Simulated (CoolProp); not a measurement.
Properties of ethane along the isotherm 346.85 °C (Tc = 32.2 °C, pc = 4872 kPa, ω = 0.099).

Values from CoolProp's reference Helmholtz-energy equation of state, Bücker 2006.

```json
[
 {"p (kPa)": "4060", "phase": "gas", "cv (kJ/(kg K))": "2.772", "speed of sound (m/s)": "432.2", "Joule-Thomson coefficient (K/MPa)": "1.453", "expansivity (1/kK)": "1.788", "Prandtl number": "0.725"},
 {"p (kPa)": "8120", "phase": "supercritical", "cv (kJ/(kg K))": "2.784", "speed of sound (m/s)": "433.9", "Joule-Thomson coefficient (K/MPa)": "1.336", "expansivity (1/kK)": "1.944", "Prandtl number": "0.767"},
 {"p (kPa)": "12200", "phase": "supercritical", "cv (kJ/(kg K))": "2.794", "speed of sound (m/s)": "439.8", "Joule-Thomson coefficient (K/MPa)": "1.196", "expansivity (1/kK)": "2.069", "Prandtl number": "0.814"},
 {"p (kPa)": "16200", "phase": "supercritical", "cv (kJ/(kg K))": "2.803", "speed of sound (m/s)": "449.8", "Joule-Thomson coefficient (K/MPa)": "1.046", "expansivity (1/kK)": "2.151", "Prandtl number": "0.863"},
 {"p (kPa)": "20300", "phase": "supercritical", "cv (kJ/(kg K))": "2.810", "speed of sound (m/s)": "464.0", "Joule-Thomson coefficient (K/MPa)": "0.8895", "expansivity (1/kK)": "2.189", "Prandtl number": "0.914"},
 {"p (kPa)": "24400", "phase": "supercritical", "cv (kJ/(kg K))": "2.816", "speed of sound (m/s)": "481.8", "Joule-Thomson coefficient (K/MPa)": "0.7391", "expansivity (1/kK)": "2.187", "Prandtl number": "0.963"},
 {"p (kPa)": "28400", "phase": "supercritical", "cv (kJ/(kg K))": "2.821", "speed of sound (m/s)": "501.9", "Joule-Thomson coefficient (K/MPa)": "0.6035", "expansivity (1/kK)": "2.152", "Prandtl number": "1.01"},
 {"p (kPa)": "32500", "phase": "supercritical", "cv (kJ/(kg K))": "2.825", "speed of sound (m/s)": "524.7", "Joule-Thomson coefficient (K/MPa)": "0.4787", "expansivity (1/kK)": "2.094", "Prandtl number": "1.05"},
 {"p (kPa)": "36500", "phase": "supercritical", "cv (kJ/(kg K))": "2.829", "speed of sound (m/s)": "548.5", "Joule-Thomson coefficient (K/MPa)": "0.3721", "expansivity (1/kK)": "2.023", "Prandtl number": "1.09"},
 {"p (kPa)": "40600", "phase": "supercritical", "cv (kJ/(kg K))": "2.832", "speed of sound (m/s)": "573.8", "Joule-Thomson coefficient (K/MPa)": "0.2776", "expansivity (1/kK)": "1.944", "Prandtl number": "1.13"},
 {"p (kPa)": "44700", "phase": "supercritical", "cv (kJ/(kg K))": "2.835", "speed of sound (m/s)": "599.8", "Joule-Thomson coefficient (K/MPa)": "0.1968", "expansivity (1/kK)": "1.864", "Prandtl number": "1.17"},
 {"p (kPa)": "48700", "phase": "supercritical", "cv (kJ/(kg K))": "2.838", "speed of sound (m/s)": "625.3", "Joule-Thomson coefficient (K/MPa)": "0.1296", "expansivity (1/kK)": "1.788", "Prandtl number": "1.20"}
]
```

Viscosity comes from a separate model (Friend 1991). Thermal conductivity comes from a separate model (Friend 1991).
